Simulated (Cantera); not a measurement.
Charge: 1 mol Si, 30 mol HCl, 4.5 mol H2, at 1423 K and 13.3 mbar.

Cantera equilibrium calculation (NASA polynomials, part measured and part estimated; ideal gas, pure solids and liquids). Candidate condensed phases: Si; 19 gas species. The tables' values for SiCl3 are old estimates; treat these amounts as uncertain. Equilibrium is a limit: real reactors are often held back by kinetics, nucleation or transport.

Base state: HCl 0.787, H2 0.184, SiCl4 0.0183, SiCl2 0.00582, SiCl3 0.00518, SiHCl3 0.000331, Cl 8.65e-5, H 2.47e-5 (mole fractions); condensed: gas only.

Problem. What changes in the equilibrium state with this change: H2 from 4.5 to 57 mol?

Solution. 
| species | before | after |
|---|---|---|
| H2 | 0.184 | 0.670 |
| HCl | 0.787 | 0.318 |
| SiCl2 | 0.00582 | 0.00851 |
| SiCl4 | 0.0183 | 0.00120 |
| Cl | 8.65e-5 | 1.83e-5 |
| SiCl3 | 0.00518 | 0.00161 |
| H | 2.47e-5 | 4.71e-5 |
